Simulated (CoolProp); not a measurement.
Vapour-liquid equilibrium of cyclohexane (1) + n-octane (2) at 285.4 K; x and y are mole fractions of (1).

Computed with CoolProp (multi-fluid Helmholtz-energy mixture model, Zhou 2014 and Beckmüller 2019; pair parameters Bell 2016).

```
x     bubble pressure, mixture model (kPa)  bubble pressure, Raoult's law (kPa)  y, mixture model  y, Raoult's law
----  ------------------------------------  -----------------------------------  ----------------  ---------------
0.05                                 1.205                                1.189             0.307            0.299
0.15                                 1.860                                1.812             0.598            0.588
0.25                                 2.508                                2.435             0.736            0.729
0.35                                 3.145                                3.057             0.817            0.813
0.45                                 3.770                                3.680             0.870            0.869
0.55                                 4.384                                4.302             0.908            0.908
0.65                                 4.990                                4.925             0.936            0.938
0.75                                 5.590                                5.548             0.959            0.960
0.85                                 6.191                                6.170             0.977            0.979
0.95                                 6.797                                6.793             0.993            0.994
```

The largest gap from Raoult's law is +3.0 % in bubble pressure, at x = 0.25. No azeotrope shows between x = 0.05 and 0.95.

The pair parameters rest on a limited set of measurements; away from them the model extrapolates.
